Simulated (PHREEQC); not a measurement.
# Sulfide liquor: an equilibrium model

Consider water at 81 °C with 0.0016 mol NH4HS and 0.15 mol HCl per kg of water. Closed to the air; pH follows from the charge balance.

Computed with PHREEQC (ion-association model, phreeqc.dat).

```
Property                      Value
--------------------  -------------
pH                             0.93
ionic strength        0.150 mol/kgw
specific conductance   127000 µS/cm
density                 0.974 g/cm³
total alkalinity        -148 meq/kg
```

```json
[
 {"species": "Cl-", "molality": "0.150", "activity": "0.107", "log γ": "-0.148"},
 {"species": "H+", "molality": "0.148", "activity": "0.117", "log γ": "-0.102"},
 {"species": "NH4+", "molality": "0.00160", "activity": "0.00109", "log γ": "-0.167"},
 {"species": "H2S", "molality": "0.00160", "activity": "0.00166", "log γ": "0.015"},
 {"species": "HS-", "molality": "5.79e-9", "activity": "4.08e-9", "log γ": "-0.152"}
]
```

This is a speciation only: nothing precipitates in the calculation. Away from 25 °C the constants follow the database's enthalpies or fits; those with neither stay at their 25 °C values.
